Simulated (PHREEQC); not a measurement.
**Copper plating or etch bath: speciation**

Dissolve 0.0032 mol Cu(NO3)2, 0.055 mol HCl and 0.007 mol NaCl per kg of water at 15 °C. Closed to the air; pH follows from the charge balance.

All values are PHREEQC results (ion-association model, phreeqc.dat), not measurements.

No solid was allowed to form.

Question: Predict the pH, specific conductance.

Answer: pH 1.33; specific conductance 16700 µS/cm.

Question: In which forms is Cu present?

Answer: Cu+2 96 %, CuCl+ 4.3 % of the Cu.

Complexes and solids missing from the database can't appear.
